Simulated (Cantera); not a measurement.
Silicon oxide and oxynitride deposition: SiH2Cl2 + NO + H2

Feed: 1 mol SiH2Cl2, a varied amount of NO, 0.19 mol H2, held at 1350 K and 40.0 mbar.

Method: chemical equilibrium by Gibbs-energy minimisation in Cantera with the NASA 1993 tables (ideal gas, pure condensed phases). Candidate condensed phases: H2O, NH4Cl, Si, SiO2, Si2N2O, Si3N4; 47 gas species. The tables hold silica as quartz up to 1696 K and as liquid above; real silica turns to tridymite and cristobalite and melts near 1996 K. Equilibrium is a limit: real reactors are often held back by kinetics, nucleation or transport.

From 2.8 mol NO to 30 mol NO the condensed part is SiO2(β-quartz).

```
n(NO) (mol)  log p HCl  log p N2  log p O2  log p H2O  log p Cl2  log p Cl  n SiO2(β-quartz)
-----------  ---------  --------  --------  ---------  ---------  --------  ----------------
2.8              -1.71     -1.84     -2.55      -2.59      -3.38     -3.41              1.00
3.7              -1.81     -1.81     -2.22      -2.65      -3.36     -3.40              1.00
4.7              -1.90     -1.79     -2.08      -2.72      -3.39     -3.42              1.00
6.2              -2.00     -1.77     -1.97      -2.80      -3.46     -3.45              1.00
8                -2.10     -1.75     -1.90      -2.89      -3.54     -3.49              1.00
10               -2.19     -1.74     -1.86      -2.97      -3.62     -3.53              1.00
14               -2.33     -1.73     -1.81      -3.09      -3.75     -3.59              1.00
18               -2.43     -1.72     -1.78      -3.19      -3.85     -3.64              1.00
23               -2.54     -1.72     -1.77      -3.28      -3.96     -3.70              1.00
30               -2.65     -1.71     -1.75      -3.38      -4.07     -3.76              1.00
```
log p: log10 of the partial pressure in bar; n: condensed amount in mol.
